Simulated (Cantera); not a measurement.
Feed: 1 mol CCl₄, 1.4 mol H₂, held at 3.10e-5 bar.

Equilibrium computed with Cantera from the NASA thermochemical tables; the gas is ideal and each condensed phase is pure. Candidate condensed phases: C, C₆H₆, C₇H₈, C₈H₁₈; 91 gas species. The numbers say what is thermodynamically allowed, not how fast it happens.

Problem. At 2150 K, list the 4 most abundant gas species with their mole fractions, and the condensed phases.

Solution. Cl 0.528, HCl 0.230, H 0.183, H₂ 0.0585. Condensed: C(graphite).
